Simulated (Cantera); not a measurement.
An isothermal, constant-pressure homogeneous reactor starts with C2H6 : N2 = 1 : 2.6 (molar parts), at 1825 K and 100.0 Torr. Integrator tolerance rtol = 1e-08.

Cantera simulation using GRI-Mech 3.0 (53 species, 325 reactions); the numbers are that mechanism's predictions, not measurements. GRI-Mech 3.0 stops at C3 and has no aromatics, soot or wall deposition, so with more carbon than oxygen in the feed, carbon stays in small species such as C2H2 where larger ones or solid carbon would form.

| quantity | before | after |
|---|---|---|
| x(C2H6) at 100 s | 8.90e-9 (gas-phase equilibrium 5.63e-9) | 9.64e-10 (gas-phase equilibrium 4.19e-10) |
| x(H) at 100 s | 0.000725 (gas-phase equilibrium 0.000725) | 0.000502 (gas-phase equilibrium 0.000502) |
| x(CH3) at 100 s | 2.34e-5 (gas-phase equilibrium 1.87e-5) | 7.67e-6 (gas-phase equilibrium 5.09e-6) |
| x(C2H2) at 100 s | 0.178 (gas-phase equilibrium 0.112) | 0.0854 (gas-phase equilibrium 0.0362) |
| x(C2H4) at 100 s | 0.000165 (gas-phase equilibrium 0.000104) | 3.81e-5 (gas-phase equilibrium 1.61e-5) |
| x(C2H) at 100 s | 3.52e-6 (gas-phase equilibrium 2.22e-6) | 2.44e-6 (gas-phase equilibrium 1.03e-6) |
| x(HCN) at 100 s | 0.000317 (gas-phase equilibrium 0.132) | 0.000358 (gas-phase equilibrium 0.0989) |

Question: Which change was made?
A. temperature 1825 to 1700 K
B. C2H6 1 to 0.3 parts
C. temperature 1825 to 1025 K
D. pressure from 100.0 Torr to 750 Torr

Answer: B, C2H6 1 to 0.3 parts
